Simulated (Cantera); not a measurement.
A perfectly stirred reactor is fed with 14.4 % CH4, 18.0 % O2, 67.6 % N2, at 5.00 bar; it is adiabatic with a 723 K inlet, and is followed from long to short residence time, starting on the burning branch (τ in s: 0.06, 0.027, 0.012, 0.0055, 0.0024, 0.0011, 0.00049, 0.00022, 0.0001, 4.5e-05, 2e-05, 9e-06).

Detailed kinetics in Cantera: GRI-Mech 3.0 (53 species, 325 reactions).

Problem. Predict: blow-out, bracketed by the residence times tried; x(CH4) at τ = 60.0 ms; x(O2) at τ = 60.0 ms; x(OH) at τ = 60.0 ms; x(C2H) at τ = 60.0 ms; x(CO) at τ = 60.0 ms; x(CH4) at τ = 0.490 ms; x(O2) at τ = 0.490 ms; x(OH) at τ = 0.490 ms; x(C2H) at τ = 0.490 ms; x(CO) at τ = 0.490 ms.

Solution. 
```
Item                                                                            Result
------------------------------------------------  ------------------------------------
blow-out, bracketed by the residence times tried  burning at 0.220 ms, out at 0.100 ms
x(CH4) at τ = 60.0 ms                                                         0.000450
x(O2) at τ = 60.0 ms                                                           5.04e-5
x(OH) at τ = 60.0 ms                                                          0.000138
x(C2H) at τ = 60.0 ms                                                          1.08e-8
x(CO) at τ = 60.0 ms                                                            0.0969
x(CH4) at τ = 0.490 ms                                                         0.00616
x(O2) at τ = 0.490 ms                                                          0.00389
x(OH) at τ = 0.490 ms                                                         0.000277
x(C2H) at τ = 0.490 ms                                                         1.37e-6
x(CO) at τ = 0.490 ms                                                           0.0832
```
